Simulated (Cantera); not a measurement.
**Equilibrium for sublimation and decomposition of ceramics: SiC + C + H2**

Input: 1 mol SiC, 0.0042 mol C, 2.3 mol H2, equilibrated at 1.00 bar.

Method: chemical equilibrium by Gibbs-energy minimisation in Cantera with the NASA 1993 tables (ideal gas, pure condensed phases). Candidate condensed phases: C, C6H6, C7H8, C8H18, Si, SiC; 87 gas species. Gases not in the tables: Si2H6 and higher silanes. Rates play no part.

From 1848 K to 1948 K the condensed part is C(graphite) + SiC(s). From 2048 K to 2848 K the condensed part is SiC(s). The main Si-bearing gas is SiH2 at 1848 K and Si at 2848 K.

```tsv
T (K)	x H2	x H	x Si	x C2H2 (acetylene)	x SiC2	n C(graphite)	n SiC(s)
1848	0.999	0.000530	1.87e-7	0.000257	3.58e-9	0.00147	1.000
1948	0.998	0.00113	1.05e-6	0.000538	3.37e-8	0.000568	1.000
2048	0.997	0.00224	5.81e-6	0.000753	2.15e-7	0	1.000
2148	0.995	0.00416	3.02e-5	0.000841	1.05e-6	0	1.000
2248	0.991	0.00731	0.000132	0.000971	4.50e-6	0	0.999
2348	0.985	0.0123	0.000475	0.00127	1.83e-5	0	0.998
2448	0.976	0.0197	0.00139	0.00198	7.28e-5	0	0.994
2548	0.960	0.0303	0.00346	0.00346	0.000280	0	0.985
2648	0.936	0.0450	0.00766	0.00625	0.00102	0	0.965
2748	0.897	0.0643	0.0157	0.0111	0.00342	0	0.922
2848	0.835	0.0883	0.0302	0.0186	0.0106	0	0.827
```
x: gas mole fraction; n: condensed amount in mol.
